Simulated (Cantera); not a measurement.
Cantera run, input and output.

```python
import numpy as np
import cantera as ct

gas = ct.Solution("h2o2.yaml")
gas.TPX = 525, 100000, {'H2': 1, 'O2': 0.333, 'N2': 1.23}
flame = ct.FreeFlame(gas, width=0.04)
flame.set_refine_criteria(ratio=3, slope=0.08, curve=0.16)
flame.transport_model = "mixture-averaged"
flame.solve(loglevel=0, auto=True)
z, T = flame.grid, flame.T
thick = (T[-1] - T[0]) / np.gradient(T, z).max()
show = ['H2', 'O2', 'HO2', 'H2O', 'H2O2', 'OH']
print(f"laminar burning velocity  {flame.velocity[0] * 100:.3f} cm/s")
print(f"burnt temperature         {T[-1]:.1f} K")
print(f"thermal thickness         {thick * 1e3:.4f} mm")
print(f"grid points               {len(z)}")
z0 = z[flame.heat_release_rate.argmax()]
print(f"{'z/mm':>9s}{'T/K':>9s}{'u/(m/s)':>9s}" + "".join(f"{s:>11s}" for s in show))
rows = []
for k in (-3, -2, -1.5, -1, -0.5, -0.25, 0, 0.25, 0.5, 1, 2, 4, 8):
    zz = z0 + k * thick
    rows.append([k * thick, np.interp(zz, z, T), np.interp(zz, z, flame.velocity),
                 *(np.interp(zz, z, flame.X[gas.species_index(s)]) for s in show)])
    print(f"{rows[-1][0] * 1e3:9.3f}{rows[-1][1]:9.1f}{rows[-1][2]:9.3f}" + "".join(f"{x:11.3e}" for x in rows[-1][3:]))
```

It prints:

```
laminar burning velocity  726.891 cm/s
burnt temperature         2419.6 K
thermal thickness         0.4277 mm
grid points               139
     z/mm      T/K  u/(m/s)         H2         O2        HO2        H2O       H2O2         OH
   -1.283    525.0    7.269  3.902e-01  1.299e-01  1.772e-13  1.056e-13  1.916e-16  2.533e-17
   -0.855    525.0    7.269  3.902e-01  1.299e-01  2.761e-11  1.318e-11  3.701e-14  4.547e-15
   -0.642    525.0    7.269  3.902e-01  1.299e-01  1.441e-09  5.271e-10  2.053e-12  2.551e-13
   -0.428    525.0    7.269  3.901e-01  1.299e-01  1.336e-07  4.214e-08  2.371e-10  2.903e-11
   -0.214    539.6    7.441  3.871e-01  1.301e-01  2.252e-04  4.844e-04  3.798e-06  4.523e-05
   -0.107    777.1   10.462  3.531e-01  1.243e-01  2.039e-04  1.994e-02  2.118e-05  8.696e-04
    0.000   1232.4   16.056  2.411e-01  8.313e-02  7.806e-05  1.099e-01  3.495e-06  3.148e-03
    0.107   1539.3   19.819  1.420e-01  2.472e-02  2.206e-05  2.184e-01  1.972e-06  7.433e-03
    0.214   1675.0   21.414  1.203e-01  8.746e-03  7.403e-06  2.494e-01  1.268e-06  9.365e-03
    0.428   1811.9   22.955  1.218e-01  4.864e-03  3.788e-06  2.591e-01  7.306e-07  1.069e-02
    0.855   1954.3   24.503  1.278e-01  3.426e-03  2.461e-06  2.657e-01  3.905e-07  1.109e-02
    1.711   2093.6   25.971  1.331e-01  2.139e-03  1.491e-06  2.734e-01  2.085e-07  1.040e-02
    3.422   2213.6   27.199  1.373e-01  1.153e-03  8.327e-07  2.809e-01  1.170e-07  8.689e-03
```

Cantera simulation using the H2/O2 subset of GRI-Mech 3.0, which has no nitrogen chemistry; the numbers are that mechanism's predictions, not measurements. Burning velocities carry a grid error of a few per cent, more on coarse grids.
